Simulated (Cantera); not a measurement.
A freely propagating, adiabatic, planar premixed flame of H2 : O2 : N2 = 1 : 0.385 : 1.65 (molar parts), unburnt at 500 K and 750 Torr; mixture-averaged transport, grid criteria slope 0.08 and curve 0.16, no radiation.

Computed with Cantera and the H2/O2 subset of GRI-Mech 3.0, which has no nitrogen chemistry. Burning velocities carry a grid error of a few per cent, more on coarse grids.

Task: How do the results move with these cheaper or finer settings: unity-Lewis-number transport; multicomponent transport; multicomponent+Soret transport; grid criteria slope 0.5, curve 1; grid criteria slope 0.25, curve 0.5; grid criteria slope 0.03, curve 0.06?

Result: 
```
setting                               laminar burning velocity  thermal thickness  peak x(OH)  peak x(H)  grid points
------------------------------------  ------------------------  -----------------  ----------  ---------  -----------
as above                                              563 cm/s           0.439 mm      0.0115     0.0680          131
unity-Lewis-number transport                          355 cm/s           0.356 mm      0.0114     0.0725          107
multicomponent transport                              552 cm/s           0.438 mm      0.0115     0.0678          131
multicomponent+Soret transport                        524 cm/s           0.429 mm      0.0115     0.0661          131
grid criteria slope 0.5, curve 1                      611 cm/s           0.544 mm      0.0124     0.0701           40
grid criteria slope 0.25, curve 0.5                   579 cm/s           0.479 mm      0.0119     0.0689           64
grid criteria slope 0.03, curve 0.06                  558 cm/s           0.429 mm      0.0114     0.0677          274
```
Unity Lewis numbers drop preferential diffusion, which matters most where H2 and H carry the flame; Soret adds thermal diffusion.
